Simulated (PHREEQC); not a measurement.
0.087 g of hydrous ferric oxide (600 m²/g; 0.2 weak and 0.005 strong sites per Fe, Dzombak-Morel constants, diffuse double layer) in 1 kg of water with 0.01 mol/kgw of an inert sodium salt and 0.018 mmol/kgw Na2SeO3 and 0.0025 mmol/kgw Na2SeO4, at 25 °C; the pH is set by adding NaOH or the inert anion's acid. The system is closed to oxygen. CO2 from the air is kept out. No solid was allowed to form.

The series has 17 steps of pH, from 4 to 12.

All values are PHREEQC results (ion-association model, wateq4f.dat), not measurements.

Task: Near which pH is half of the Se sorbed, and on which side is more sorbed?

Result: Near pH 8.3, with more sorbed at lower pH.

Task: Near which pH is half of the Se sorbed, and on which side is more sorbed?

Result: Near pH 5.9, with more sorbed at lower pH.

The database's selenite sorption wasn't checked against measurements; a fall in acid may be a fault of its surface constants.
